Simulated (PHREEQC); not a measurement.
A solution holds 0.062 mol HNO3 and 0.062 mol CuSO4 per kg of water, at 25 °C. Closed to the air; pH follows from the charge balance.

All values are PHREEQC results (ion-association model, phreeqc.dat), not measurements.

```csv
quantity,before,after
pH,1.52,1.28
ionic strength (mol/kgw),0.192,0.0620
```

Question: Name the change that produced these shifts.
A) CuSO4 left out
B) HNO3 replaced by Pb(NO3)2 at the same molality
C) HNO3 from 0.062 to 0.0124 mol/kgw

Answer: A, CuSO4 left out

Precipitation was switched off in this run.
